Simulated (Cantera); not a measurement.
Charge: 1 mol C₂F₆, 2.7 mol HCl, at 17.0 Pa.

Method: chemical equilibrium by Gibbs-energy minimisation in Cantera with the NASA 1993 tables (ideal gas, pure condensed phases). Candidate condensed phases: C, C₆H₆, C₇H₈, C₈H₁₈; 118 gas species. The feed counts by its element totals alone. Kinetics and transport are ignored.

**Question.** What share of the C ends up in condensed phases as a function of T (K), at 2248, 2323, 2398, 2473, 2548, 2623, 2698?

**Answer.** 
```csv
T (K),C condensed (%),as
2248,90.8,C(graphite)
2323,92.9,C(graphite)
2398,93.1,C(graphite)
2473,90.9,C(graphite)
2548,83.6,C(graphite)
2623,62.9,C(graphite)
2698,4.2,C(graphite)
```
